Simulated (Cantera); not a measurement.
Input: 1 mol Si, 4 mol HCl, 1.3 mol H2, at 750 K and 0.133 bar.

Equilibrium computed with Cantera from the NASA thermochemical tables; the gas is ideal and each condensed phase is pure. Candidate condensed phases: Si; 19 gas species. Equilibrium is a limit: real reactors are often held back by kinetics, nucleation or transport.

Base state: H2 0.759, SiCl4 0.224, HCl 0.00879, SiHCl3 0.00874, SiH2Cl2 2.50e-5 (mole fractions); condensed: gas only.

Task: What changes in the equilibrium state with this change: HCl from 4 to 0.91 mol?

Result: 
```json
[
 {"species": "H2", "before": "0.759", "after": "0.875"},
 {"species": "SiCl4", "before": "0.224", "after": "0.0898"},
 {"species": "SiHCl3", "before": "0.00874", "after": "0.0336"},
 {"species": "SiH2Cl2", "before": "2.50e-5", "after": "0.000923"},
 {"species": "HCl", "before": "0.00879", "after": "0.00106"},
 {"species": "Si(s), mol", "before": "0", "after": "0.756"}
]
```
The tables' values for SiCl3 are old estimates; treat these amounts as uncertain.
